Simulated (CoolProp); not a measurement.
Vapour-liquid equilibrium of carbon dioxide (1) + R22 (2) at 10.1 bar; x and y are mole fractions of (1).

Values from CoolProp's multi-fluid Helmholtz-energy mixture model, Span 1996 and Kamei 1995; pair parameters Bell 2016.

Problem. Give the bubble temperature and the first vapour's composition at x = 0.35, 0.5, 0.8. Is there an azeotrope?

Solution. x = 0.35: 262.7 K, y = 0.745; x = 0.5: 253.0 K, y = 0.861; x = 0.8: 239.5 K, y = 0.967. No azeotrope shows between x = 0.05 and 0.95.

The pair parameters rest on a limited set of measurements; away from them the model extrapolates.
